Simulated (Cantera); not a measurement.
A closed system holds: 1 mol SiH4, 0.17 mol HCl, 9 mol N2, 0.13 mol Cl2, equilibrated at 1275 K and 190000 Pa.

Method: chemical equilibrium by Gibbs-energy minimisation in Cantera with the NASA 1993 tables (ideal gas, pure condensed phases). Candidate condensed phases: NH4Cl, Si, Si3N4; 28 gas species. N2 is the only nitrogen source here; it is nearly inert below about 1500 K, so the nitride shown seldom forms there in practice. The numbers say what is thermodynamically allowed, not how fast it happens.

Base state: N2 0.784, H2 0.176, HCl 0.0404, NH3 1.70e-5, SiCl4 1.62e-5 (mole fractions); condensed: Si3N4(s).

Q: What changes in the equilibrium state with this change: HCl from 0.17 to 2.2 mol?

A: 
| species | before | after |
|---|---|---|
| N2 | 0.784 | 0.664 |
| HCl | 0.0404 | 0.168 |
| H2 | 0.176 | 0.161 |
| SiCl4 | 1.62e-5 | 0.00643 |
| SiCl3 | 1.36e-6 | 0.000124 |
| SiHCl3 | 2.85e-6 | 0.000249 |
| Si3N4(s), mol | 0.333 | 0.305 |
The tables' values for SiCl3 are old estimates; treat these amounts as uncertain.
